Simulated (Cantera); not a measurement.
A freely propagating, adiabatic, planar premixed flame of 9.25 % CH4, 0.925 % H2, 15.8 % O2, 74.0 % N2, equivalence ratio 1.2, unburnt at 500 K and 338 Torr; mixture-averaged transport, grid criteria slope 0.08 and curve 0.16, no radiation.

Model: GRI-Mech 3.0 (53 species, 325 reactions), integrated in Cantera. Burning velocities carry a grid error of a few per cent, more on coarse grids.

Problem. Predict: laminar burning velocity; thermal thickness; peak x(HCN); peak x(OH); peak x(HO2).

Solution. 
```json
{
 "laminar_burning_velocity": "76.6 cm/s",
 "thermal_thickness": "0.869 mm",
 "peak x(HCN)": "9.95e-6",
 "peak x(OH)": "0.00506",
 "peak x(HO2)": "9.54e-5"
}
```
